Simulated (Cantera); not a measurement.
Input: 1 mol BN, 2.3 mol HF, 1.5 mol N2, equilibrated at 1350 K and 1.20 Pa.

Cantera equilibrium calculation (NASA polynomials, part measured and part estimated; ideal gas, pure solids and liquids). Candidate condensed phases: B, BN; 31 gas species. The tables' values for BF2 are old estimates; treat these amounts as uncertain. The numbers say what is thermodynamically allowed, not how fast it happens.

Base state: N2 0.491, H2 0.289, BF3 0.188, HF 0.0231, BF2 0.00611, BF 0.00102, BHF2 0.000608, H 0.000370 (mole fractions); condensed: BN(s).

### Question
What changes in the equilibrium state with this change: pressure from 1.20 Pa to 5400 Pa?

### Answer
| species | before | after |
|---|---|---|
| N2 | 0.491 | 0.492 |
| H2 | 0.289 | 0.291 |
| BF3 | 0.188 | 0.193 |
| BF2 | 0.00611 | 9.27e-5 |
| HF | 0.0231 | 0.0234 |
| BF | 0.00102 | 2.28e-7 |
| H | 0.000370 | 5.53e-6 |
| BHF2 | 0.000608 | 0.000620 |
| BN(s), mol | 0.252 | 0.262 |
